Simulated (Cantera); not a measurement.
A freely propagating, adiabatic, planar premixed flame of CH4 : O2 : N2 = 1 : 1.43 : 5.37 (molar parts), equivalence ratio 1.4, unburnt at 575 K and 100.0 Torr; mixture-averaged transport, grid criteria slope 0.08 and curve 0.16, no radiation.

Cantera simulation using GRI-Mech 3.0 (53 species, 325 reactions); the numbers are that mechanism's predictions, not measurements. Burning velocities carry a grid error of a few per cent, more on coarse grids.

Q: What does this change do: N2 5.37 to 4.2 parts?

A: 
| quantity | before | after |
|---|---|---|
| laminar burning velocity | 113 cm/s | 156 cm/s |
| thermal thickness | 2.51 mm | 2.03 mm |
| peak x(CH2O) | 0.00114 | 0.00149 |
| peak x(CH2CO) | 0.000244 | 0.000312 |

Q: What does this change do: inlet temperature 575 to 425 K?

A: 
| quantity | before | after |
|---|---|---|
| laminar burning velocity | 113 cm/s | 61.8 cm/s |
| thermal thickness | 2.51 mm | 2.99 mm |
| peak x(CH2O) | 0.00114 | 0.000988 |
| peak x(CH2CO) | 0.000244 | 0.000215 |
